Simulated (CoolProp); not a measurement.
Decamethyltetrasiloxane (MD2M) along the isobar 0.101 MPa: fugacity coefficient from the reference equation and from simpler models built on Tc = 599.4 K, pc = 1.144 MPa, ω = 0.635; each cubic takes its own stable root.

The numbers come from the reference Helmholtz-energy equation of state, Thol 2017 in CoolProp.

```tsv
T (K)	phase	reference
420.7	liquid	0.2671
438.3	liquid	0.4481
456	liquid	0.7108
473.6	gas	0.9349
491.2	gas	0.9426
508.9	gas	0.9493
526.5	gas	0.9550
544.1	gas	0.9599
561.8	gas	0.9642
```

### Question
How far does each simpler model (Soave-Redlich-Kwong, Peng-Robinson) lie from the reference over these 9 states: mean and median of the absolute difference, and the worst?

### Answer
- Soave-Redlich-Kwong: mean 0.3 %, median 0.3 %, worst -0.6 % at 473.6 K and 0.101 MPa
- Peng-Robinson: mean 0.9 %, median 0.9 %, worst +2.3 % at 420.7 K and 0.101 MPa
